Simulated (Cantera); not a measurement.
Cantera run:

```python
import numpy as np
import cantera as ct

gas_names = """
    Cu CuF CuF2 Cu2 F F2 N NF NF2 NF3 N2
""".split()
cond_names = """
    Cu(cr) Cu(L) CuF2(s) CuF2(L)
""".split()


# ... load() reads the species with a 1 bar reference pressure and builds the phases ...
atoms = {
    'CuF2': {'Cu': 1, 'F': 2},
    'N2': {'N': 2},
}
top_T = {}  # K; cautious upper limits of use, not melting points


# ... equilibrate(T, P, feed) seeds the gas with the atoms and calls Mixture.equilibrate('TP', solver="vcs", rtol=1e-11, max_steps=5000) ...
results = []
T = 1075  # K
P = 1333.22  # Pa
for m in [2.1, 4, 7.7, 15, 29, 55, 110, 210, 400]:
    feed = {'CuF2': 1, 'N2': m}  # mol
    mix = equilibrate(T, P, feed)
    results.append((T, P, feed, dict(zip(mix.species_names, mix.species_moles))))

top = {s: max(r[3][s] / sum(r[3][g] for g in gas_names) for r in results) for s in gas_names}
cols = sorted((s for s in top if top[s] > 1e-05), key=lambda s: -top[s])[:6]
seen = [c for c in cond_names if any(r[3].get(c, 0) > 1e-12 for r in results)]
print("log10 of partial pressures in bar; condensed amounts in mol")
print(f"{'n(N2)':>10s}" + "".join(f"{s[:9]:>10s}" for s in cols + seen))
for T, P, feed, n in results:
    ng = sum(n[g] for g in gas_names)
    print(f"{feed['N2']:10.4g}" + "".join(f"{np.log10(max(n[s] / ng * P / 1e5, 1e-99)):10.3f}" for s in cols)
          + "".join(f"{n.get(c, 0):10.4g}" for c in seen))
```

Output:

```
log10 of partial pressures in bar; condensed amounts in mol
     n(N2)        N2      CuF2   CuF2(s)
       2.1    -1.878    -4.004    0.9843
         4    -1.878    -4.004      0.97
       7.7    -1.878    -4.004    0.9423
        15    -1.878    -4.004    0.8876
        29    -1.878    -4.004    0.7826
        55    -1.878    -4.004    0.5877
       110    -1.878    -4.004    0.1755
       210    -1.877    -4.200         0
       400    -1.876    -4.479         0
```

Equilibrium computed with Cantera from the NASA thermochemical tables; the gas is ideal and each condensed phase is pure.
